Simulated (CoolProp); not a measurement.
Saturation properties of n-perfluorohexane.

Model: reference Helmholtz-energy equation of state, Gao 2022, in CoolProp.

| T (°C) | p (MPa) | enthalpy of vaporisation (kJ/kg) | liquid cp (kJ/(kg K)) |
|---|---|---|---|
| -52.85 | 0.0001916 | 112.5 | 0.9255 |
| -46.75 | 0.0003340 | 110.9 | 0.9348 |
| -40.65 | 0.0005614 | 109.4 | 0.9442 |
| -34.55 | 0.0009131 | 107.9 | 0.9536 |
| -28.35 | 0.001451 | 106.3 | 0.9633 |
| -22.25 | 0.002225 | 104.8 | 0.9729 |
| -16.15 | 0.003326 | 103.3 | 0.9824 |
| -10.05 | 0.004857 | 101.8 | 0.9920 |
| -3.95 | 0.006939 | 100.3 | 1.002 |
| 2.15 | 0.009716 | 98.85 | 1.011 |
| 8.25 | 0.01336 | 97.34 | 1.021 |
| 14.35 | 0.01805 | 95.81 | 1.030 |
| 20.45 | 0.02400 | 94.27 | 1.040 |

It boils at 57.1 °C under 1 atm.
